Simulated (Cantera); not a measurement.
What does this Cantera script print?

```python
import numpy as np
import cantera as ct

gas_names = [...]  # 114 gases of nasa_gas.yaml made of C, Fe, H, O
cond_names = """
    C(gr) C6H6(L) C7H8(L) C8H18(L),n-octa Fe(a) Fe(c) Fe(d) Fe(L) FeC5O5(L) FeO(s) FeO(L) Fe(OH)2(s)
    Fe(OH)3(s) Fe2O3(s) Fe3O4(s) H2O(s) H2O(L)
""".split()


# ... load() reads the species with a 1 bar reference pressure and builds the phases ...
atoms = {
    'Fe': {'Fe': 1},
    'H2O': {'H': 2, 'O': 1},
    'CO': {'C': 1, 'O': 1},
    'O2': {'O': 2},
}
top_T = {'C(gr)': 4500, 'Fe2O3(s)': 1830, 'Fe3O4(s)': 1870}  # K; cautious upper limits of use, not melting points


# ... equilibrate(T, P, feed) seeds the gas with the atoms and calls Mixture.equilibrate('TP', solver="gibbs", rtol=1e-10, max_steps=50000) ...
results = []
feed = {'Fe': 1, 'H2O': 0.86, 'CO': 2.8, 'O2': 0.19}  # mol
T = 1600  # K
for P in [10, 82, 670, 5500, 45000, 370000, 3000000]:
    mix = equilibrate(T, P, feed)
    results.append((T, P, feed, dict(zip(mix.species_names, mix.species_moles))))

top = {s: max(r[3][s] / sum(r[3][g] for g in gas_names) for r in results) for s in gas_names}
cols = sorted((s for s in top if top[s] > 0.001), key=lambda s: -top[s])[:9]
seen = [c for c in cond_names if any(r[3].get(c, 0) > 1e-12 for r in results)]
print("log10 of partial pressures in bar; condensed amounts in mol")
print(f"{'P/Pa':>10s}" + "".join(f"{s[:9]:>10s}" for s in cols + seen))
for T, P, feed, n in results:
    ng = sum(n[g] for g in gas_names)
    print(f"{P:10.4g}" + "".join(f"{np.log10(max(n[s] / ng * P / 1e5, 1e-99)):10.3f}" for s in cols)
          + "".join(f"{n.get(c, 0):10.4g}" for c in seen))
```

Result:

```
log10 of partial pressures in bar; condensed amounts in mol
      P/Pa        CO        H2       CO2       H2O        Fe         H     Fe(c)    FeO(s)
        10    -4.183    -4.800    -5.000    -5.139    -5.960    -6.665    0.3586    0.6007
        82    -3.265    -3.880    -4.082    -4.220    -5.960    -6.205    0.3951       0.6
       670    -2.352    -2.967    -3.169    -3.306    -5.960    -5.748    0.3996    0.5998
      5500    -1.438    -2.052    -2.255    -2.392    -5.960    -5.291    0.4002    0.5997
   4.5e+04    -0.525    -1.140    -1.342    -1.479    -5.960    -4.834    0.4003    0.5997
   3.7e+05     0.390    -0.225    -0.427    -0.564    -5.960    -4.377    0.4003    0.5997
     3e+06     1.299     0.684     0.482     0.345    -5.960    -3.923       0.4       0.6
```

These are equilibrium values from Cantera (NASA tables, ideal gas, pure condensed phases), not measurements of a reactor. Mutual solubility and eutectic melting of coexisting phases are not modelled. The tables' stoichiometric FeO is somewhat more stable than real wüstite, so its field is too wide. FeO: taken at fixed stoichiometry.
